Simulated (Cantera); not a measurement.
Thermodynamics of tantalum, niobium, vanadium and zirconium in process gases, feed V + O2 + H2

Input: 1 mol V, 0.011 mol O2, 45 mol H2, equilibrated at 2698 K.

Equilibrium computed with Cantera from the NASA thermochemical tables; the gas is ideal and each condensed phase is pure. Candidate condensed phases: H2O, V, VO, V2O3, V2O4, V2O5; 12 gas species. Condensed phases not in the tables: N, O or C dissolved in the metal. Kinetics and transport are ignored.

```json
[
 {"P (Pa)": "0.100", "x H": "0.988", "x H2": "0.000307", "x V": "0.0110", "x H2O": "1.43e-10", "x VO": "1.26e-6", "x O": "0.000240", "n V(l)": "0"},
 {"P (Pa)": "1", "x H": "0.986", "x H2": "0.00306", "x V": "0.0110", "x H2O": "1.35e-8", "x VO": "1.21e-5", "x O": "0.000229", "n V(l)": "0"},
 {"P (Pa)": "10", "x H": "0.960", "x H2": "0.0290", "x V": "0.0112", "x H2O": "8.74e-7", "x VO": "8.39e-5", "x O": "0.000156", "n V(l)": "0"},
 {"P (Pa)": "100", "x H": "0.790", "x H2": "0.196", "x V": "0.0129", "x H2O": "1.37e-5", "x VO": "0.000224", "x O": "3.62e-5", "n V(l)": "0"},
 {"P (Pa)": "1000", "x H": "0.422", "x H2": "0.561", "x V": "0.0168", "x H2O": "4.30e-5", "x VO": "0.000320", "x O": "3.97e-6", "n V(l)": "0"},
 {"P (Pa)": "10000", "x H": "0.161", "x H2": "0.819", "x V": "0.0196", "x H2O": "6.25e-5", "x VO": "0.000371", "x O": "3.96e-7", "n V(l)": "0"},
 {"P (Pa)": "100000", "x H": "0.0547", "x H2": "0.941", "x V": "0.00415", "x H2O": "0.000222", "x VO": "0.000243", "x O": "1.22e-7", "n V(l)": "0.796"},
 {"P (Pa)": "1000000", "x H": "0.0177", "x H2": "0.981", "x V": "0.000415", "x H2O": "0.000435", "x VO": "4.56e-5", "x O": "2.30e-8", "n V(l)": "0.979"}
]
```
x: gas mole fraction; n: condensed amount in mol.

From 0.100 Pa to 0.100 bar nothing is condensed. From 1.00 bar to 10.0 bar the condensed part is V(l). The main V-bearing gas is V throughout.
